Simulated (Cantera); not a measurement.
Input: 1 mol NaCl, 40 mol H₂, 96 mol N₂, at 2125 K and 13.3 mbar.

Method: chemical equilibrium by Gibbs-energy minimisation in Cantera with the NASA 1993 tables (ideal gas, pure condensed phases). Candidate condensed phases: NH₄Cl, Na, NaCl; 17 gas species. Rates play no part.

Base state: N₂ 0.693, H₂ 0.278, H 0.0166, Na 0.00531, HCl 0.00509, NaCl 0.00191, Cl 0.000223 (mole fractions); condensed: gas only.

Problem. What changes in the equilibrium state with this change: pressure from 13.3 mbar to 4.10 Pa?

Solution. 
```tsv
species	before	after
N₂	0.693	0.621
H	0.0166	0.218
H₂	0.278	0.148
Na	0.00531	0.00636
NaCl	0.00191	0.000104
Cl	0.000223	0.00331
HCl	0.00509	0.00306
```
